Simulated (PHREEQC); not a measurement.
Solution (20 °C and 500 atm): 0.015 mol/kgw HF, 0.0034 mol/kgw H2SiF6 and 0.015 mol/kgw HCl. Closed to the air; pH follows from the charge balance.

The numbers come from PHREEQC with the ion-association model, phreeqc.dat.

| quantity | before | after |
|---|---|---|
| pH | 1.70 | 1.74 |
| ionic strength (mol/kgw) | 0.0260 | 0.0232 |
| F- (mol/kgw) | 0.000797 | 0.000414 |
| HF2- (mol/kgw) | 3.44e-5 | 2.95e-5 |
| H4SiO4 (mol/kgw) | 1.64e-7 | 0.000804 |
| SI of Quartz (SiO2) | -2.77 | +0.19 |

Question: What was changed between the two runs?
A. H2SiF6 from 0.0034 to 0.017 mol/kgw
B. HCl from 0.015 to 0.0015 mol/kgw
C. 0.0022 mol/kgw NH4HF2 added
D. temperature from 20 to 75 °C
E. diluted 5-fold with water

Answer: D, temperature from 20 to 75 °C

Precipitation was switched off in this run. Some of these states are supersaturated (in Quartz (slow to form), for instance). Under pressure, the constants of complexes without a molar volume in the database are unreliable. At this temperature some constants are extrapolated from 25 °C, and those without enthalpy data are left unchanged. SiF6-2 is the database's only silicon fluoride.
